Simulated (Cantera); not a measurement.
Source: NASA polynomial tables (part measured, part estimated), evaluated in Cantera. Values are per mole of reaction as written; species without (g) are pure solids or liquids, kept so even where they would boil at 1 bar.

2 Nb + 5 OH(g) = Nb2O5 + 5 H(g)

| T (K) | ΔH° (kJ) | ΔS° (J/K) | ΔG° (kJ) | log10 K | condensed phases |
|---|---|---|---|---|---|
| 300 | [?] | [?] | [?] | [?] | Nb(s), Nb2O5(s) |
| 2325 | -753.0 | -86.6 | -551.8 | 12.40 | Nb(s), Nb2O5(l) |
| 2375 | -748.3 | -84.6 | -547.5 | 12.04 | Nb(s), Nb2O5(l) |
| 2425 | -743.7 | -82.6 | -543.3 | 11.70 | Nb(s), Nb2O5(l) |
| 2475 | -739.2 | -80.8 | -539.2 | 11.38 | Nb(s), Nb2O5(l) |
| 2525 | [?] | [?] | [?] | [?] | Nb(s), Nb2O5(l) |
| 2575 | -730.4 | -77.3 | -531.3 | 10.78 | Nb(s), Nb2O5(l) |
| 2625 | -726.2 | -75.7 | -527.5 | 10.50 | Nb(s), Nb2O5(l) |
| 2675 | -722.1 | -74.2 | -523.7 | 10.23 | Nb(s), Nb2O5(l) |
| 2725 | -718.1 | -72.7 | -520.1 | 9.97 | Nb(s), Nb2O5(l) |
| 2775 | -767.6 | -90.7 | -516.0 | 9.71 | Nb(l), Nb2O5(l) |
| 2825 | -762.8 | -89.0 | -511.5 | 9.46 | Nb(l), Nb2O5(l) |

Complete the blanks.


- 300, ΔH° (kJ): -1006.2
- 300, ΔS° (J/K): -280.4
- 300, ΔG° (kJ): -922.1
- 300, log10 K: 160.55
- 2525, ΔH° (kJ): -734.7
- 2525, ΔS° (J/K): -79.0
- 2525, ΔG° (kJ): -535.2
- 2525, log10 K: 11.07
